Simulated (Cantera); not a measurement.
## Thermodynamics of thermal oxidation and active oxidation of silicon, feed Si + O₂ + H₂

Feed: 1 mol Si, 0.022 mol O₂, 410 mol H₂, held at 1700 K.

Cantera equilibrium calculation (NASA polynomials, part measured and part estimated; ideal gas, pure solids and liquids). Candidate condensed phases: H₂O, Si, SiO₂; 18 gas species. Gases not in the tables: Si₂H₆ and higher silanes. Rates play no part.

From 1.00e-6 bar to 2.50e-5 bar nothing is condensed. From 0.000630 bar to 10.0 bar the condensed part is Si(l). The main Si-bearing gas is Si at 1.00e-6 bar and SiO at 10.0 bar.

```csv
P (Pa),x H₂,x H,x Si,x SiO,x SiH,x SiH₂,x SiH₄,n Si(l)
0.100,0.861,0.137,0.00216,9.97e-5,3.11e-6,3.90e-8,<1e-12,0
2.50,0.969,0.0290,0.00227,0.000106,1.73e-5,1.15e-6,2.46e-12,0
63,0.993,0.00585,0.00108,0.000107,4.17e-5,1.41e-5,7.77e-10,0.484
1600,0.999,0.00116,4.24e-5,0.000107,8.30e-6,1.42e-5,2.00e-8,0.929
40000,1.000,0.000233,1.70e-6,0.000107,1.66e-6,1.42e-5,5.00e-7,0.949
1000000,1.000,4.66e-5,6.79e-8,0.000105,3.32e-7,1.42e-5,1.25e-5,0.946
```
x: gas mole fraction; n: condensed amount in mol.
